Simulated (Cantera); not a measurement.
Stirred combustor or abatement burner

A perfectly stirred reactor is fed with 2.49 % CH4, 0.773 % C2H6, 0.127 % C3H8, 20.3 % O2, 76.3 % N2, at 18.0 bar; it is adiabatic with a 300 K inlet, and is followed from long to short residence time, starting on the burning branch (τ in s: 0.17, 0.05, 0.014, 0.0041, 0.0012, 0.00034, 9.7e-05, 2.8e-05, 8e-06).

Cantera simulation using GRI-Mech 3.0 (53 species, 325 reactions); the numbers are that mechanism's predictions, not measurements. The pressure lies above the range GRI-Mech 3.0 was tuned for (to about 10 atm).

```
τ (s)    T (K)     x CH4   x C2H6   x C3H8   x CO2    x NO2   x O2
-------  -----  --------  -------  -------  ------  -------  -----
0.17      1293  0.000141  1.02e-5  1.75e-6  0.0421  4.88e-8  0.120
0.050     1258  0.000455  3.62e-5  6.07e-6  0.0386  1.89e-8  0.123
0.014      300    0.0249  0.00773  0.00127  <1e-12   <1e-12  0.203
0.0041     300    0.0249  0.00773  0.00127  <1e-12   <1e-12  0.203
0.0012     300    0.0249  0.00773  0.00127  <1e-12   <1e-12  0.203
0.00034    300    0.0249  0.00773  0.00127  <1e-12   <1e-12  0.203
9.7e-5     300    0.0249  0.00773  0.00127  <1e-12   <1e-12  0.203
2.8e-5     300    0.0249  0.00773  0.00127  <1e-12   <1e-12  0.203
8.0e-6     300    0.0249  0.00773  0.00127  <1e-12   <1e-12  0.203
```
x: mole fraction; the columns are a selection and need not sum to one.
